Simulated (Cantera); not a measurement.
Input (Python, Cantera):

```python
import numpy as np
import cantera as ct

gas = ct.Solution("gri30.yaml")
gas.TPX = 1900, 2500, {'NO': 0.44, 'N2': 0.17}
inlet = ct.Reservoir(gas, clone=True)

reactor = ct.IdealGasConstPressureReactor(gas, energy="off", clone=False)
exhaust = ct.Reservoir(gas, clone=True)
tau = [27, 9.6, 3.5, 1.2, 0.45, 0.16, 0.058, 0.021, 0.0076, 0.0027][0]
for a, b in ((inlet, reactor), (reactor, exhaust)):
    ct.MassFlowController(a, b, mdot=lambda t: reactor.mass / tau)
net = ct.ReactorNet([reactor])
show = ['NO', 'NO2', 'N2', 'O', 'O2', 'N2O']

rows = []
print(f"{'tau/s':>10s}{'T/K':>9s}" + "".join(f"{s:>11s}" for s in show))
for tau in [27, 9.6, 3.5, 1.2, 0.45, 0.16, 0.058, 0.021, 0.0076, 0.0027]:
    net.initial_time = 0.0
    net.advance(30 * tau)
    before = gas.X
    net.advance(40 * tau)
    drift = np.max(np.abs(gas.X - before) / (gas.X + 1e-9))
    rows.append([gas.T, *gas[show].X, drift])
    print(f"{tau:10.3e}{gas.T:9.1f}" + "".join(f"{x:11.3e}" for x in gas[show].X))
```

It prints:

```
     tau/s      T/K         NO        NO2         N2          O         O2        N2O
 2.700e+01   1900.0  3.290e-01  1.014e-04  4.745e-01  8.670e-04  1.955e-01  2.906e-05
 9.600e+00   1900.0  5.165e-01  1.130e-04  3.808e-01  6.588e-04  1.018e-01  7.884e-05
 3.500e+00   1900.0  6.395e-01  8.766e-05  3.193e-01  4.671e-04  4.046e-02  1.329e-04
 1.200e+00   1900.0  6.940e-01  5.869e-05  2.921e-01  3.414e-04  1.331e-02  1.657e-04
 4.500e-01   1900.0  7.114e-01  4.377e-05  2.834e-01  2.820e-04  4.663e-03  1.739e-04
 1.600e-01   1900.0  7.179e-01  3.553e-05  2.802e-01  2.408e-04  1.461e-03  1.641e-04
 5.800e-02   1900.0  7.201e-01  2.875e-05  2.791e-01  1.919e-04  3.970e-04  1.340e-04
 2.100e-02   1900.0  7.209e-01  1.866e-05  2.788e-01  1.201e-04  7.409e-05  8.666e-05
 7.600e-03   1900.0  7.212e-01  7.136e-06  2.787e-01  5.234e-05  8.571e-06  4.301e-05
 2.700e-03   1900.0  7.213e-01  1.553e-06  2.787e-01  1.878e-05  8.938e-07  1.752e-05
```

Detailed kinetics in Cantera: GRI-Mech 3.0 (53 species, 325 reactions). Radical loss at walls, strong at low pressure, is not modelled.
